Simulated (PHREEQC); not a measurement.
Make-up at 25 °C: 0.094 mol/kgw NaHCO3. Closed to the air; pH follows from the charge balance.

Computed with PHREEQC (ion-association model, phreeqc.dat).

Each row changes one thing in this solution. This is a speciation only: nothing precipitates in the calculation.

| case | pH | ionic strength (mol/kgw) | Na+ (mol/kgw) | HCO3- (mol/kgw) | NaHCO3 (mol/kgw) | CO2 (mol/kgw) |
|---|---|---|---|---|---|---|
| as made | 8.02 | 0.0915 | 0.0906 | 0.0883 | 0.00276 | 0.00146 |
| NaHCO3 from 0.094 to 0.0188 mol/kgw | 8.19 | 0.0188 | 0.0186 | 0.0182 | 0.000146 | 0.000234 |
| NaHCO3 from 0.094 to 0.103 mol/kgw | 8.01 | 0.100 | 0.0991 | 0.0965 | 0.00325 | 0.00163 |
| diluted 5-fold with water | 8.19 | 0.0188 | 0.0186 | 0.0182 | 0.000146 | 0.000234 |
| NaHCO3 from 0.094 to 0.47 mol/kgw | 7.79 | 0.423 | 0.420 | 0.407 | 0.0440 | 0.00967 |
| 0.068 mol/kgw NH4F added | 7.78 | 0.156 | 0.0894 | 0.0882 | 0.00248 | 0.00243 |
| diluted 100-fold with water | 8.27 | 0.000948 | 0.000939 | 0.000920 | 4.53e-7 | 1.09e-5 |

Carbamate, which ammonia and carbonate form, is missing from the database.
